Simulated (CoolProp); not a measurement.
R407C along the isotherm 118.05 °C: Z from the reference equation and from simpler models built on Tc = 86.2 °C, pc = 4.632 MPa, ω = 0.363; each cubic takes its own stable root.

Values from CoolProp's reference Helmholtz-energy equation of state, Lemmon 2003. It is a pseudo-pure fit of the blend.

| p (MPa) | phase | reference |
|---|---|---|
| 2.57 | gas | 0.8369 |
| 5.15 | supercritical | 0.6329 |
| 7.72 | supercritical | 0.4109 |
| 10.3 | supercritical | 0.3868 |
| 12.9 | supercritical | 0.4291 |
| 15.4 | supercritical | 0.4795 |
| 18 | supercritical | 0.5345 |
| 20.6 | supercritical | 0.5902 |
| 23.2 | supercritical | 0.6458 |

Question: How far does each simpler model (Redlich-Kwong, Soave-Redlich-Kwong, Peng-Robinson) lie from the reference over these 9 states: mean and median of the absolute difference, and the worst?

Answer: 
- Redlich-Kwong: mean 8.0 %, median 10.8 %, worst +12.4 % at 118.05 °C and 12.9 MPa
- Soave-Redlich-Kwong: mean 14.4 %, median 15.9 %, worst +22.0 % at 118.05 °C and 10.3 MPa
- Peng-Robinson: mean 6.0 %, median 5.3 %, worst +12.5 % at 118.05 °C and 10.3 MPa
